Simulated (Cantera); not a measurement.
Charge: 1 mol SrCl2, 0.1 mol O2, 4.2 mol H2, held at 1375 °C and 21.0 Pa.

Method: chemical equilibrium by Gibbs-energy minimisation in Cantera with the NASA 1993 tables (ideal gas, pure condensed phases). Candidate condensed phases: H2O, Sr, SrCl2, SrO, Sr(OH)2; 20 gas species. Condensed phases not in the tables: oxide chlorides. Rates play no part.

Base state: H2 0.762, SrCl2 0.181, H2O 0.0305, HCl 0.0185, H 0.00536, SrCl 0.00252, Sr 0.000269, Cl 0.000102 (mole fractions); condensed: SrO(s).

**Question.** What changes in the equilibrium state with this change: temperature from 1375 °C to 1725 °C?

**Answer.** 
```tsv
species	before	after
H2	0.762	0.651
SrCl2	0.181	0.146
H	0.00536	0.0894
Sr	0.000269	0.0115
SrCl	0.00252	0.0213
HCl	0.0185	0.0409
H2O	0.0305	0.0349
O	5.54e-8	4.79e-5
SrO	5.29e-7	7.78e-5
OH	9.64e-6	0.000477
SrO(s), mol	0.0406	0
```
